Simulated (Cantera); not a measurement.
# Stirred combustor or abatement burner

A perfectly stirred reactor is fed with H2 : O2 : N2 = 1 : 0.667 : 2.51 (molar parts), equivalence ratio 0.75, at 7.10 bar; it is adiabatic with a 375 K inlet, and is followed from long to short residence time, starting on the burning branch (τ in s: 0.035, 0.021, 0.013, 0.0075, 0.0045, 0.0027, 0.0016, 0.00099, 0.00059, 0.00036, 0.00021, 0.00013, 7.7e-05).

Cantera simulation using the H2/O2 subset of GRI-Mech 3.0, which has no nitrogen chemistry; the numbers are that mechanism's predictions, not measurements. The hydrogen kinetics of GRI-Mech 3.0 are dated; newer H2 mechanisms differ, most at raised pressure.

| τ (s) | T (K) | x H2 | x O2 | x O | x H | x OH |
|---|---|---|---|---|---|---|
| 0.035 | 2167 | 0.000488 | 0.0448 | 0.000184 | 4.13e-5 | 0.00306 |
| 0.021 | 2166 | 0.000515 | 0.0448 | 0.000190 | 4.40e-5 | 0.00310 |
| 0.013 | 2166 | 0.000555 | 0.0448 | 0.000200 | 4.82e-5 | 0.00317 |
| 0.0075 | 2164 | 0.000630 | 0.0448 | 0.000217 | 5.62e-5 | 0.00330 |
| 0.0045 | 2163 | 0.000740 | 0.0447 | 0.000243 | 6.89e-5 | 0.00348 |
| 0.0027 | 2160 | 0.000907 | 0.0447 | 0.000284 | 8.99e-5 | 0.00374 |
| 0.0016 | 2156 | 0.00116 | 0.0447 | 0.000348 | 0.000126 | 0.00410 |
| 0.00099 | 2152 | 0.00150 | 0.0448 | 0.000434 | 0.000180 | 0.00454 |
| 0.00059 | 2144 | 0.00201 | 0.0448 | 0.000567 | 0.000274 | 0.00513 |
| 0.00036 | 2135 | 0.00268 | 0.0449 | 0.000745 | 0.000418 | 0.00580 |
| 0.00021 | 2122 | 0.00369 | 0.0450 | 0.00102 | 0.000672 | 0.00664 |
| 0.00013 | 2106 | 0.00488 | 0.0453 | 0.00134 | 0.00103 | 0.00747 |
| 7.7e-5 | 2083 | 0.00660 | 0.0457 | 0.00181 | 0.00162 | 0.00841 |
x: mole fraction; the columns are a selection and need not sum to one.
